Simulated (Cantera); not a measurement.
Equilibrium for roasting and sulfation: FeS2 + SO3 + H2O + H2S

Charge: 1 mol FeS2, 0.09 mol SO3, 0.63 mol H2O, 1.5 mol H2S, equilibrated at 1600 K and 0.100 bar.

These are equilibrium values from Cantera (NASA tables, ideal gas, pure condensed phases), not measurements of a reactor. Candidate condensed phases: Fe, FeO, Fe(OH)2, Fe(OH)3, FeS, FeSO4, FeS2, Fe2O3, Fe2(SO4)3, Fe3O4, H2O, H2SO4, S; 22 gas species. FeS: taken at fixed stoichiometry. The numbers say what is thermodynamically allowed, not how fast it happens.

| Quantity | Value |
|---|---|
| x(S2) | 0.331 |
| x(H2) | 0.276 |
| x(H2O) | 0.260 |
| x(H2S) | 0.116 |
| x(SH) | 0.00710 |
| x(SO2) | 0.00698 |
| x(SO) | 0.00178 |
| x(S2O) | 0.00101 |
| x(S) | 0.000220 |
| n(FeS(l)) | 1.000 mol |
| gas amount | 3.252 mol |
| log10 activity of Fe(γ) (absent) | -1.38 |
| log10 activity of S(l) (absent) | -2.05 |
